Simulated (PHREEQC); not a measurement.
Solution (50 °C): 0.042 mol H2SO4, 8e-05 mol H4SiO4 and 0.00032 mol CuSO4 per kg of water. Closed to the air; pH follows from the charge balance.

Equilibrium calculation in PHREEQC: ion-association model, phreeqc.dat.

The ionic strength comes out as 0.0596 mol/kgw. What activity coefficients do H+, HSO4-, SO4-2, Cu+2 get?

H+ 0.84, HSO4- 0.80, SO4-2 0.42, Cu+2 0.45.

Precipitation was switched off in this run. Complexes and solids missing from the database can't appear. Constants without temperature data keep their 25 °C values here.
